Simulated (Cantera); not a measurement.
Cantera run:

```python
import numpy as np
import cantera as ct

gas_names = """
    F F2 H HF H2 H2F2 H3F3 H4F4 H5F5 H6F6 H7F7 N NF NF2 NF3 NH NH2 NH3 N2 N2H2 N2H4 Si SiF SiF2 SiF3
    SiF4 SiH SiHF3 SiH2 SiH2F2 SiH3 SiH3F SiH4 SiN Si2 Si2N Si3
""".split()
cond_names = """
    Si(cr) Si(L) Si3N4(a)
""".split()


# ... load() reads the species with a 1 bar reference pressure and builds the phases ...
atoms = {
    'SiF4': {'Si': 1, 'F': 4},
    'NH3': {'N': 1, 'H': 3},
}
top_T = {'Si3N4(a)': 2400}  # K; cautious upper limits of use, not melting points


# ... equilibrate(T, P, feed) seeds the gas with the atoms and calls Mixture.equilibrate('TP', solver="vcs", rtol=1e-11, max_steps=5000) ...
results = []
feed = {'SiF4': 1, 'NH3': 2.6}  # mol
for P in [5, 21, 85, 350, 1400, 5900, 24000, 100000]:
    for T in [1025, 1125, 1225, 1325, 1425, 1525, 1625, 1725, 1825]:
        mix = equilibrate(T, P, feed)
        results.append((T, P, feed, dict(zip(mix.species_names, mix.species_moles))))

for T, P, feed, n in results:
    print(f"{T:7g} {P:10.4g}  " + (" + ".join(c for c in cond_names if n.get(c, 0) > 1e-12) or "gas only"))
```

Output:

```
   1025          5  Si3N4(a)
   1125          5  gas only
   1225          5  gas only
   1325          5  gas only
   1425          5  gas only
   1525          5  gas only
   1625          5  gas only
   1725          5  gas only
   1825          5  gas only
   1025         21  Si3N4(a)
   1125         21  Si3N4(a)
   1225         21  gas only
   1325         21  gas only
   1425         21  gas only
   1525         21  gas only
   1625         21  gas only
   1725         21  gas only
   1825         21  gas only
   1025         85  Si3N4(a)
   1125         85  Si3N4(a)
   1225         85  gas only
   1325         85  gas only
   1425         85  gas only
   1525         85  gas only
   1625         85  gas only
   1725         85  gas only
   1825         85  gas only
   1025        350  Si3N4(a)
   1125        350  Si3N4(a)
   1225        350  Si3N4(a)
   1325        350  gas only
   1425        350  gas only
   1525        350  gas only
   1625        350  gas only
   1725        350  gas only
   1825        350  gas only
   1025       1400  Si3N4(a)
   1125       1400  Si3N4(a)
   1225       1400  Si3N4(a)
   1325       1400  gas only
   1425       1400  gas only
   1525       1400  gas only
   1625       1400  gas only
   1725       1400  gas only
   1825       1400  gas only
   1025       5900  Si3N4(a)
   1125       5900  Si3N4(a)
   1225       5900  Si3N4(a)
   1325       5900  gas only
   1425       5900  gas only
   1525       5900  gas only
   1625       5900  gas only
   1725       5900  gas only
   1825       5900  gas only
   1025    2.4e+04  Si3N4(a)
   1125    2.4e+04  Si3N4(a)
   1225    2.4e+04  Si3N4(a)
   1325    2.4e+04  gas only
   1425    2.4e+04  gas only
   1525    2.4e+04  gas only
   1625    2.4e+04  gas only
   1725    2.4e+04  gas only
   1825    2.4e+04  gas only
   1025      1e+05  Si3N4(a)
   1125      1e+05  Si3N4(a)
   1225      1e+05  Si3N4(a)
   1325      1e+05  gas only
   1425      1e+05  gas only
   1525      1e+05  gas only
   1625      1e+05  gas only
   1725      1e+05  gas only
   1825      1e+05  gas only
```

Equilibrium computed with Cantera from the NASA thermochemical tables; the gas is ideal and each condensed phase is pure. The tables' values for SiF2, SiF3 are old estimates.
